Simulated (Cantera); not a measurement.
Standard-state values (1 bar) from the NASA 1993 polynomials, evaluated with Cantera. Values are per mole of reaction as written; species without (g) are pure solids or liquids, kept so even where they would boil at 1 bar.

Sr + 2 NO(g) ⇌ N₂O(g) + SrO

```json
[
 {"T (K)": "1350", "ΔH° (kJ)": "-693.1", "ΔS° (J/K)": "-198.9", "ΔG° (kJ)": "-424.6", "log10 K": "16.43"},
 {"T (K)": "1400", "ΔH° (kJ)": "-692.6", "ΔS° (J/K)": "-198.5", "ΔG° (kJ)": "-414.7", "log10 K": "15.47"},
 {"T (K)": "1450", "ΔH° (kJ)": "(withheld)", "ΔS° (J/K)": "(withheld)", "ΔG° (kJ)": "(withheld)", "log10 K": "(withheld)"},
 {"T (K)": "1500", "ΔH° (kJ)": "-691.6", "ΔS° (J/K)": "-197.9", "ΔG° (kJ)": "-394.8", "log10 K": "13.75"},
 {"T (K)": "1550", "ΔH° (kJ)": "-691.1", "ΔS° (J/K)": "-197.5", "ΔG° (kJ)": "-385.0", "log10 K": "12.97"},
 {"T (K)": "1600", "ΔH° (kJ)": "-690.5", "ΔS° (J/K)": "-197.2", "ΔG° (kJ)": "-375.1", "log10 K": "12.25"},
 {"T (K)": "1650", "ΔH° (kJ)": "-690.0", "ΔS° (J/K)": "-196.8", "ΔG° (kJ)": "-365.2", "log10 K": "11.56"},
 {"T (K)": "1700", "ΔH° (kJ)": "(withheld)", "ΔS° (J/K)": "(withheld)", "ΔG° (kJ)": "(withheld)", "log10 K": "(withheld)"}
]
```

Task: What belongs in the gaps?

Result: 
- 1450, ΔH° (kJ): -692.1
- 1450, ΔS° (J/K): -198.2
- 1450, ΔG° (kJ): -404.7
- 1450, log10 K: 14.58
- 1700, ΔH° (kJ): -689.4
- 1700, ΔS° (J/K): -196.5
- 1700, ΔG° (kJ): -355.4
- 1700, log10 K: 10.92
